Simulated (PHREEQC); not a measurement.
Solution (49 °C): 80 mmol/kgw (CH3)4NCl. It is in equilibrium with CO2 at log p = -3.4 (atm). Otherwise closed; pH follows from the charge balance.

Equilibrium calculation in PHREEQC: ion-association model, phreeqc.dat.

pH: 5.68
ionic strength: 0.0800 mol/kgw

```
species   molality  activity   log γ
--------  --------  --------  ------
Cl-         0.0800    0.0619  -0.111
(CH3)4N+    0.0800    0.0621  -0.110
CO2        7.75e-6   7.89e-6   0.008
H+         2.50e-6   2.07e-6  -0.082
HCO3-      2.47e-6   1.96e-6  -0.100
OH-        3.22e-8   2.48e-8  -0.114
```

This is a speciation only: nothing precipitates in the calculation. (CH3)4N+ isn't in the database: it is added as a free cation with an ion size of 4 Å. Away from 25 °C the constants follow the database's enthalpies or fits; those with neither stay at their 25 °C values.
